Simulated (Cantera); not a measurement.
A perfectly stirred reactor is fed with CH₄ : N₂ = 1 : 22 (molar parts), at 38.3 Torr; it is held at 1625 K, and followed from long to short residence time.

Model: GRI-Mech 3.0 (53 species, 325 reactions), integrated in Cantera. GRI-Mech 3.0 stops at C3 and has no aromatics, soot or wall deposition, so with more carbon than oxygen in the feed, carbon stays in small species such as C2H2 where larger ones or solid carbon would form.

Q: What does this change do: temperature 1625 to 1550 K?

A: 
```json
[
 {"quantity": "x(CH₄) at τ = 6.30 s", "before": "0.00588", "after": "0.0133"},
 {"quantity": "x(CH₃) at τ = 6.30 s", "before": "0.000111", "after": "0.000104"},
 {"quantity": "x(C₂H₂) at τ = 6.30 s", "before": "0.0179", "after": "0.0143"},
 {"quantity": "x(C₂H₆) at τ = 6.30 s", "before": "1.24e-6", "after": "4.35e-6"},
 {"quantity": "x(H) at τ = 6.30 s", "before": "5.09e-5", "after": "1.70e-5"},
 {"quantity": "x(CH₄) at τ = 77.0 ms", "before": "0.0362", "after": "0.0420"},
 {"quantity": "x(CH₃) at τ = 77.0 ms", "before": "0.000444", "after": "0.000203"},
 {"quantity": "x(C₂H₂) at τ = 77.0 ms", "before": "0.00225", "after": "0.000218"},
 {"quantity": "x(C₂H₆) at τ = 77.0 ms", "before": "2.39e-5", "after": "1.94e-5"},
 {"quantity": "x(H) at τ = 77.0 ms", "before": "7.26e-6", "after": "7.37e-7"}
]
```

Q: What does this change do: N2 22 to 70 parts?

A: 
```tsv
quantity	before	after
x(CH₄) at τ = 6.30 s	0.00588	0.00199
x(CH₃) at τ = 6.30 s	0.000111	6.28e-5
x(C₂H₂) at τ = 6.30 s	0.0179	0.00591
x(C₂H₆) at τ = 6.30 s	1.24e-6	4.33e-7
x(H) at τ = 6.30 s	5.09e-5	2.82e-5
x(CH₄) at τ = 77.0 ms	0.0362	0.0124
x(CH₃) at τ = 77.0 ms	0.000444	0.000206
x(C₂H₂) at τ = 77.0 ms	0.00225	0.000424
x(C₂H₆) at τ = 77.0 ms	2.39e-5	5.33e-6
x(H) at τ = 77.0 ms	7.26e-6	2.76e-6
```
